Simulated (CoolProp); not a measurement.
Vapour-liquid equilibrium of ethanol (1) + benzene (2) at 0.294 MPa; x and y are mole fractions of (1).

Model: multi-fluid Helmholtz-energy mixture model, Schroeder 2014 and Thol 2012; pair parameters Bell 2016, in CoolProp.

Problem. Give the bubble temperature and the first vapour's composition at x = 0.2, 0.5, 0.575. Is there an azeotrope?

Solution. x = 0.2: 376.8 K, y = 0.408; x = 0.5: 374.2 K, y = 0.525; x = 0.575: 374.2 K, y = 0.550. y crosses x between x = 0.5 and 0.575: the model has an azeotrope there.

Pair parameters are fitted to limited data, so mixtures are less certain than the pure fluids.
